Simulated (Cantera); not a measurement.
A closed system holds: 1 mol C₃H₆, 0.49 mol O₂, equilibrated at 1725 K and 1.00 Torr.

Cantera equilibrium calculation (NASA polynomials, part measured and part estimated; ideal gas, pure solids and liquids). Candidate condensed phases: C, C₆H₆, C₇H₈, C₈H₁₈, H₂O; 110 gas species. Kinetics and transport are ignored.

Task: What is the equilibrium state?

Result: 
| Property | Value |
|---|---|
| x(H₂) | 0.750 |
| x(CO) | 0.246 |
| x(H) | 0.00440 |
| x(C₂H₂ (acetylene)) | 6.91e-5 |
| n(C(graphite)) | 2.02 mol |
| gas amount | 3.989 mol |
